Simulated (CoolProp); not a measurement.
1-butene along the isotherm 169.35 °C: Z from the reference equation and from simpler models built on Tc = 146.1 °C, pc = 4006 kPa, ω = 0.192; each cubic takes its own stable root.

Computed with CoolProp (reference Helmholtz-energy equation of state, Lemmon 2005). It is a short technical equation, of lower accuracy than the large ones.

| p (kPa) | phase | reference |
|---|---|---|
| 31.7 | gas | 0.9977 |
| 46.5 | gas | 0.9966 |
| 68.2 | gas | 0.9950 |
| 100 | gas | 0.9927 |
| 147 | gas | 0.9892 |
| 216 | gas | 0.9841 |
| 317 | gas | 0.9766 |
| 465 | gas | 0.9654 |
| 682 | gas | 0.9487 |
| 1000 | gas | 0.9236 |
| 1470 | gas | 0.8847 |
| 2160 | gas | 0.8231 |
| 3170 | gas | 0.7203 |
| 4650 | supercritical | 0.5205 |
| 6820 | supercritical | 0.3177 |
| 10000 | supercritical | 0.3888 |

### Question
How far does each simpler model (Redlich-Kwong, Soave-Redlich-Kwong) lie from the reference over these 16 states: mean and median of the absolute difference, and the worst?

### Answer
- Redlich-Kwong: mean 1.7 %, median 0.0 %, worst +13.8 % at 169.35 °C and 6820 kPa
- Soave-Redlich-Kwong: mean 2.6 %, median 0.1 %, worst +18.9 % at 169.35 °C and 6820 kPa
